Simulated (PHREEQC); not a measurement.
Make-up at 60 °C: 160 mmol/kgw NiSO4, 1.2 mmol/kgw NaOH and 60 mmol/kgw NiCl2. Closed to the air; pH follows from the charge balance.

Model: ion-association model, wateq4f.dat, run in PHREEQC.

No solid was allowed to form.

**Question.** Order these Cl species by the share of Cl that they hold, largest first: NiCl+, Cl-, NiCl2.

**Answer.** Cl- (92 %), NiCl+ (6.2 %), NiCl2 (2.1 %)

**Question.** Order these S species by the share of S that they hold, largest first: Ni(SO4)2-2, NiSO4, SO4-2.

**Answer.** NiSO4 (58 %), SO4-2 (41 %), Ni(SO4)2-2 (0.27 %)

The pH is 7.36 and the ionic strength 0.426 mol/kgw. Species that the database lacks are ignored. In wateq4f.dat the enthalpy of Ni(OH)2 has the wrong sign, so its saturation index can't be trusted away from 25 °C. At this temperature some constants are extrapolated from 25 °C, and those without enthalpy data are left unchanged.
